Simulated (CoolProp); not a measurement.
Vapour-liquid equilibrium of acetone (1) + p-xylene (2) at 1.56 bar; x and y are mole fractions of (1).

Computed with CoolProp (multi-fluid Helmholtz-energy mixture model, Lemmon 2006 and Zhou 2012; pair parameters Bell 2016).

```csv
x,"bubble temperature, mixture model (K)","bubble temperature, Raoult's law (K)","y, mixture model","y, Raoult's law"
0.05,409.6,415.5,0.395,0.314
0.15,386.8,396.9,0.707,0.633
0.25,374.4,384.0,0.819,0.781
0.35,366.6,374.3,0.873,0.861
0.45,361.0,366.8,0.906,0.909
0.55,356.8,360.7,0.929,0.940
0.65,353.2,355.5,0.947,0.962
0.75,349.9,351.1,0.963,0.977
0.85,346.9,347.3,0.978,0.988
0.95,343.9,344.0,0.993,0.997
```

The largest gap from Raoult's law is -10.1 K in bubble temperature, at x = 0.15. No azeotrope shows between x = 0.05 and 0.95.

Pair parameters are fitted to limited data, so mixtures are less certain than the pure fluids.
